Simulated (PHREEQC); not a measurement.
A solution holds 1 mol/kgw H2SO4, 0.017 mol/kgw Al(NO3)3 and 4.3e-06 mol/kgw CO2, at 55 °C. Closed to the air; pH follows from the charge balance.

Computed with PHREEQC (ion-association model, phreeqc.dat).

No solid was allowed to form.

### Question
Order these Al species by the share of Al that they hold, largest first: Al(SO4)2-, AlSO4+, Al+3, AlHSO4+2.

### Answer
AlSO4+ (56 %), Al+3 (26 %), Al(SO4)2- (10.0 %), AlHSO4+2 (8.0 %)

### Question
Order these S species by the share of S that they hold, largest first: AlHSO4+2, SO4-2, HSO4-, Al(SO4)2-, AlSO4+.

### Answer
HSO4- (95 %), SO4-2 (3.7 %), AlSO4+ (0.95 %), Al(SO4)2- (0.34 %), AlHSO4+2 (0.14 %)

The pH is 0.12 and the ionic strength 1.13 mol/kgw. The ionic strength is past about 0.7 mol/kgw, beyond the range of this activity model, so the values are rough. At this temperature some constants are extrapolated from 25 °C, and those without enthalpy data are left unchanged.
